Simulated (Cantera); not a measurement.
Input (Python, Cantera) and output of one run.

```python
import numpy as np
import cantera as ct

gas_names = """
    Cu CuF CuF2 CuO Cu2 F FO FO2 F2 F2O H HF HOF HO2 H2 H2F2 H2O H2O2 H3F3 H4F4 H5F5 H6F6 H7F7 O OH O2
    O3
""".split()
cond_names = """
    Cu(cr) Cu(L) CuF2(s) CuF2(L) CuO(s) CuO2H2(s) Cu2O(s) Cu2O(L) H2O(s) H2O(L)
""".split()


def load(file, names, dense=False):
    # The tables refer to 1 bar. Condensed volumes are neglected.
    table = {s.name: s for s in ct.Species.list_from_file(file)}
    out = []
    for n in names:
        d = dict(table[n].input_data)
        d["thermo"] = dict(d["thermo"], **{"reference-pressure": 1e5})
        if dense:
            d["equation-of-state"] = {"model": "constant-volume", "density": "1e6 g/cm^3"}
        out.append(ct.Species.from_dict(d))
    return out


gas = ct.Solution(thermo="ideal-gas", species=load("nasa_gas.yaml", gas_names))
cond = {s.name: ct.Solution(thermo="fixed-stoichiometry", species=[s], name=s.name)
        for s in load("nasa_condensed.yaml", cond_names, dense=True)}
atoms = {
    'CuO': {'Cu': 1, 'O': 1},
    'HF': {'H': 1, 'F': 1},
}
top_T = {'CuO(s)': 1390}  # K; cautious upper limits of use, not melting points


def equilibrate(T, P, feed):
    n = {}
    for name, mol in feed.items():
        for a, k in atoms[name].items():
            n[a] = n.get(a, 0.0) + k * mol
    gas.TPX = T, P, n
    mass = sum(n.values()) * gas.mean_molecular_weight
    gas.equilibrate("TP")
    valid = [c for c in cond.values() if c.min_temp <= T <= top_T.get(c.name, c.max_temp)]
    mix = ct.Mixture([(gas, mass / gas.mean_molecular_weight)] + [(c, 0.0) for c in valid])
    mix.T, mix.P = T, P
    mix.equilibrate("TP", solver="vcs", rtol=1e-11, max_steps=5000)
    return mix


results = []
feed = {'CuO': 1, 'HF': 23}  # mol
T = 1200  # K
P = 1500  # Pa
mix = equilibrate(T, P, feed)
results.append((T, P, feed, dict(zip(mix.species_names, mix.species_moles))))
print(gas.report(threshold=1e-05))
for i in range(1, mix.n_phases):
    print(f"{mix.phase(i).name:16s} {mix.phase_moles(i):12.5e} mol")
```

It prints:

```
       temperature   1200 K
          pressure   1500 Pa
           density   0.003056 kg/m^3
  mean mol. weight   20.327 kg/kmol
   phase of matter   gas

                          1 kg             1 kmol
                     ---------------   ---------------
          enthalpy       -1.1909e+07       -2.4209e+08  J
   internal energy         -1.24e+07       -2.5206e+08  J
           entropy             12357        2.5118e+05  J/K
    Gibbs function       -2.6738e+07        -5.435e+08  J
 heat capacity c_p            1532.5             31152  J/K
 heat capacity c_v            1123.5             22838  J/K

                      mass frac. Y      mole frac. X     chem. pot. / RT
                     ---------------   ---------------   ---------------
               CuF          0.010517         0.0025899           -41.393
              CuF2         0.0021239        0.00042517           -74.907
                HF           0.96909           0.98463            -54.69
               H2O         0.0015243         0.0017199           -60.267
                O2          0.016739          0.010633            -35.83
     [  +22 minor]         1.554e-06        1.0729e-06

Cu(cr)            0.00000e+00 mol
CuF2(L)           0.00000e+00 mol
CuO(s)            0.00000e+00 mol
CuO2H2(s)         0.00000e+00 mol
Cu2O(s)           4.64907e-01 mol
```

Equilibrium computed with Cantera from the NASA thermochemical tables; the gas is ideal and each condensed phase is pure.
